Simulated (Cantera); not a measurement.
What does this Cantera script print?

```python
import numpy as np
import cantera as ct

gas_names = """
    AL ALH ALO ALOH ALO2 ALO2H AL2 AL2O AL2O2 H HALO HO2 H2 H2O H2O2 O OH O2 O3
""".split()
cond_names = """
    AL(cr) AL(L) AL2O3(a) AL2O3(L) H2O(s) H2O(L)
""".split()


# ... load() reads the species with a 1 bar reference pressure and builds the phases ...
atoms = {
    'Al2O3': {'AL': 2, 'O': 3},
    'H2': {'H': 2},
}
top_T = {}  # K; cautious upper limits of use, not melting points


# ... equilibrate(T, P, feed) seeds the gas with the atoms and calls Mixture.equilibrate('TP', solver="vcs", rtol=1e-11, max_steps=5000) ...
results = []
feed = {'Al2O3': 1, 'H2': 3.9}  # mol
T = 2000  # K
for P in [10, 36, 130, 460, 1700, 6000, 22000, 77000, 280000, 1000000]:
    mix = equilibrate(T, P, feed)
    results.append((T, P, feed, dict(zip(mix.species_names, mix.species_moles))))

top = {s: max(r[3][s] / sum(r[3][g] for g in gas_names) for r in results) for s in gas_names}
cols = sorted((s for s in top if top[s] > 0.001), key=lambda s: -top[s])[:5]
seen = [c for c in cond_names if any(r[3].get(c, 0) > 1e-12 for r in results)]
print("log10 of partial pressures in bar; condensed amounts in mol")
print(f"{'P/Pa':>10s}" + "".join(f"{s[:9]:>10s}" for s in cols + seen))
for T, P, feed, n in results:
    ng = sum(n[g] for g in gas_names)
    print(f"{P:10.4g}" + "".join(f"{np.log10(max(n[s] / ng * P / 1e5, 1e-99)):10.3f}" for s in cols)
          + "".join(f"{n.get(c, 0):10.4g}" for c in seen))
```

Output:

```
log10 of partial pressures in bar; condensed amounts in mol
      P/Pa        H2         H       H2O        AL  AL2O3(a)
        10    -4.073    -4.825    -6.518    -6.738    0.9953
        36    -3.482    -4.530    -6.157    -6.394    0.9971
       130    -2.907    -4.242    -5.803    -6.060    0.9982
       460    -2.348    -3.963    -5.459    -5.739    0.9989
      1700    -1.775    -3.676    -5.104    -5.412    0.9993
      6000    -1.225    -3.401    -4.760    -5.104    0.9996
   2.2e+04    -0.659    -3.118    -4.401    -4.792    0.9997
   7.7e+04    -0.114    -2.846    -4.051    -4.501    0.9998
   2.8e+05     0.447    -2.565    -3.682    -4.212    0.9999
     1e+06     1.000    -2.289    -3.310    -3.942    0.9999
```

Equilibrium computed with Cantera from the NASA thermochemical tables; the gas is ideal and each condensed phase is pure. The tables' values for AlOH are old estimates; treat these amounts as uncertain.
